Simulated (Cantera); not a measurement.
**Equilibrium for carbon deposition, reforming and gasification: C₂H₅OH + O₂**

Feed: 1 mol C₂H₅OH, 0.015 mol O₂, at 10000 Pa.

Cantera equilibrium calculation (NASA polynomials, part measured and part estimated; ideal gas, pure solids and liquids). Candidate condensed phases: C, C₆H₆, C₇H₈, C₈H₁₈, H₂O; 131 gas species. Ions and electrons are included (thermal ionisation). The numbers say what is thermodynamically allowed, not how fast it happens.

```json
[
 {"T (°C)": "2727", "x H": "0.326", "x H₂": "0.427", "x CO": "0.212", "x C": "0.000507", "x C₃": "0.00312", "x C₂H₂ (acetylene)": "0.0265", "x C₂": "0.000317", "x C₂H": "0.00349", "n C(graphite)": "0.611"},
 {"T (°C)": "2977", "x H": "0.502", "x H₂": "0.245", "x CO": "0.181", "x C": "0.00409", "x C₃": "0.0264", "x C₂H₂ (acetylene)": "0.0241", "x C₂": "0.00313", "x C₂H": "0.0118", "n C(graphite)": "0"},
 {"T (°C)": "3227", "x H": "0.654", "x H₂": "0.122", "x CO": "0.158", "x C": "0.0138", "x C₃": "0.0290", "x C₂H₂ (acetylene)": "0.00564", "x C₂": "0.00702", "x C₂H": "0.00947", "n C(graphite)": "0"},
 {"T (°C)": "3477", "x H": "0.728", "x H₂": "0.0528", "x CO": "0.144", "x C": "0.0348", "x C₃": "0.0216", "x C₂H₂ (acetylene)": "0.000985", "x C₂": "0.0110", "x C₂H": "0.00542", "n C(graphite)": "0"},
 {"T (°C)": "3727", "x H": "0.749", "x H₂": "0.0221", "x CO": "0.137", "x C": "0.0672", "x C₃": "0.0106", "x C₂H₂ (acetylene)": "0.000138", "x C₂": "0.0121", "x C₂H": "0.00230", "n C(graphite)": "0"},
 {"T (°C)": "3977", "x H": "0.749", "x H₂": "0.00973", "x CO": "0.132", "x C": "0.0969", "x C₃": "0.00295", "x C₂H₂ (acetylene)": "1.52e-5", "x C₂": "0.00847", "x C₂H": "0.000681", "n C(graphite)": "0"},
 {"T (°C)": "4227", "x H": "0.748", "x H₂": "0.00468", "x CO": "0.130", "x C": "0.112", "x C₃": "0.000549", "x C₂H₂ (acetylene)": "1.48e-6", "x C₂": "0.00430", "x C₂H": "0.000160", "n C(graphite)": "0"},
 {"T (°C)": "4477", "x H": "0.748", "x H₂": "0.00244", "x CO": "0.129", "x C": "0.118", "x C₃": "9.63e-5", "x C₂H₂ (acetylene)": "1.58e-7", "x C₂": "0.00200", "x C₂H": "3.76e-5", "n C(graphite)": "0"},
 {"T (°C)": "4727", "x H": "0.748", "x H₂": "0.00135", "x CO": "0.128", "x C": "0.120", "x C₃": "1.89e-5", "x C₂H₂ (acetylene)": "2.02e-8", "x C₂": "0.000966", "x C₂H": "9.77e-6", "n C(graphite)": "0"}
]
```
x: gas mole fraction; n: condensed amount in mol.

At 2727 °C the condensed part is C(graphite). From 2977 °C to 4727 °C nothing is condensed. The main C-bearing gas is CO throughout.
